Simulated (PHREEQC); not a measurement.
Dissolve 0.014 mol/kgw HF, 0.0028 mol/kgw NH4HF2 and 0.0001 mol/kgw (NH4)2SiF6 at 25 °C. Closed to the air; pH follows from the charge balance.

The numbers come from PHREEQC with the ion-association model, wateq4f.dat.

The ionic strength comes out as 0.00529 mol/kgw. What activity coefficients do H+, F-, HF2-, NH4+, SiF6-2 get?

H+ 0.93, F- 0.92, HF2- 0.92, NH4+ 0.92, SiF6-2 0.74.

This is a speciation only: nothing precipitates in the calculation. SiF6-2 is the database's only silicon fluoride.
